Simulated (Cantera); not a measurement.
## Stirred combustor or abatement burner

A perfectly stirred reactor is fed with CH₄ : O₂ : N₂ = 1 : 2.41 : 9.06 (molar parts), equivalence ratio 0.83, at 2.90 bar; it is adiabatic with a 573 K inlet, and is followed from long to short residence time, starting on the burning branch (τ in s: 0.42, 0.15, 0.054, 0.019, 0.007, 0.0025, 0.0009, 0.00032, 0.00012, 4.2e-05, 1.5e-05, 5.4e-06).

Detailed kinetics in Cantera: GRI-Mech 3.0 (53 species, 325 reactions).

```
τ (s)    T (K)     x CH₄    x O₂     x C₂H   x CO₂     x CO     x CH₃
-------  -----  --------  ------  --------  ------  -------  --------
0.42      2228   3.19e-7  0.0312    <1e-12  0.0781  0.00193   1.42e-7
0.15      2229   8.70e-7  0.0318    <1e-12  0.0780  0.00199   3.89e-7
0.054     2230   2.31e-6  0.0324    <1e-12  0.0779  0.00212   1.03e-6
0.019     2227   6.06e-6  0.0330  4.34e-12  0.0775  0.00247   2.69e-6
0.0070    2218   1.42e-5  0.0335  2.11e-11  0.0766  0.00325   6.19e-6
0.0025    2197   3.13e-5  0.0344  7.95e-11  0.0748  0.00490   1.31e-5
0.00090   2159   6.51e-5  0.0360  2.29e-10  0.0717  0.00775   2.52e-5
0.00032   2101  0.000139  0.0385  5.89e-10  0.0669   0.0121   4.84e-5
0.00012   2025  0.000311  0.0423   1.48e-9  0.0605   0.0178   9.44e-5
4.2e-5    1912  0.000928  0.0498   5.16e-9  0.0494   0.0275  0.000232
1.5e-5     573    0.0802   0.193    <1e-12  <1e-12   <1e-12    <1e-12
5.4e-6     573    0.0802   0.193    <1e-12  <1e-12   <1e-12    <1e-12
```
x: mole fraction; the columns are a selection and need not sum to one.
